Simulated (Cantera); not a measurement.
An adiabatic, constant-volume homogeneous reactor starts with 35.3 % H₂, 13.6 % O₂, 51.1 % N₂, equivalence ratio 1.3, at 1700 K and 10.0 bar.

Cantera simulation using GRI-Mech 3.0 (53 species, 325 reactions); the numbers are that mechanism's predictions, not measurements. The hydrogen kinetics of GRI-Mech 3.0 are dated; newer H2 mechanisms differ, most at raised pressure. Above 3000 K some thermodynamic fits are extrapolated.

Problem. Predict: time of steepest temperature rise; temperature at 0.200 s; equilibrium temperature; x(H₂) at 0.200 s; x(O₂) at 0.200 s; x(N₂O) at 0.200 s; x(H₂O₂) at 0.200 s; x(H) at 0.200 s.

Solution. 
* **time of steepest temperature rise**: 0.763 µs
* **temperature at 0.200 s**: 3314 K
* **equilibrium temperature**: 3314 K
* **x(H₂) at 0.200 s**: 0.110 (gas-phase equilibrium 0.110)
* **x(O₂) at 0.200 s**: 0.00412 (gas-phase equilibrium 0.00412)
* **x(N₂O) at 0.200 s**: 1.64e-6 (gas-phase equilibrium 1.64e-6)
* **x(H₂O₂) at 0.200 s**: 1.80e-6 (gas-phase equilibrium 1.80e-6)
* **x(H) at 0.200 s**: 0.0302 (gas-phase equilibrium 0.0302)
